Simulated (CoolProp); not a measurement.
Vapour-liquid equilibrium of hydrogen chloride (1) + n-butane (2) at 0.873 MPa; x and y are mole fractions of (1).

Model: multi-fluid Helmholtz-energy mixture model, Thol 2018 and Bücker 2006; pair parameters Bell 2016, in CoolProp.

**Question.** Give the bubble temperature and the first vapour's composition at x = 0.575, 0.725, 0.875. Is there an azeotrope?

**Answer.** x = 0.575: 247.0 K, y = 0.969; x = 0.725: 243.7 K, y = 0.977; x = 0.875: 240.3 K, y = 0.987. No azeotrope shows between x = 0.05 and 0.95.

The pair parameters rest on a limited set of measurements; away from them the model extrapolates. With so large a gap from Raoult's law the liquid may split in two, which this calculation doesn't test in full.
